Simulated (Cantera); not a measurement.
Input: 1 mol SiH₂Cl₂, 0.79 mol C₂H₂, a varied amount of H₂, at 2223.15 K and 7.50 Torr.

These are equilibrium values from Cantera (NASA tables, ideal gas, pure condensed phases), not measurements of a reactor. Candidate condensed phases: C, C₆H₆, C₇H₈, C₈H₁₈, Si, SiC; 109 gas species. The tables' values for SiCl are old estimates; treat these amounts as uncertain. Gases not in the tables: Si₂H₆ and higher silanes. Kinetics and transport are ignored.

**Question.** At 14 mol H₂, list the 4 most abundant gas species with their mole fractions, and the condensed phases.

**Answer.** H₂ 0.821, HCl 0.103, H 0.0581, Si 0.00530. Condensed: C(graphite) + SiC(s).
